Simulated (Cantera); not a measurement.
Mixture: CH₄ : O₂ : N₂ = 1 : 1.54 : 5.78 (molar parts), at 0.987 atm, adiabatic and at constant volume. Ignition delay is the time to a rise of 400 K.

Model: GRI-Mech 3.0 (53 species, 325 reactions), integrated in Cantera.

Task: What does this change do: constant pressure in place of constant volume?

Result: 
| quantity | before | after |
|---|---|---|
| delay at 1200 K | 50.0 ms | 52.9 ms |
| delay at 1250 K | 24.8 ms | 26.3 ms |
| delay at 1300 K | 12.7 ms | 13.5 ms |
| delay at 1350 K | 6.73 ms | 7.18 ms |
| delay at 1400 K | 3.68 ms | 3.93 ms |
| delay at 1450 K | 2.09 ms | 2.22 ms |
| delay at 1500 K | 1.22 ms | 1.30 ms |
| apparent activation energy between 1400 and 1500 K | 190 kJ/mol | 190 kJ/mol |
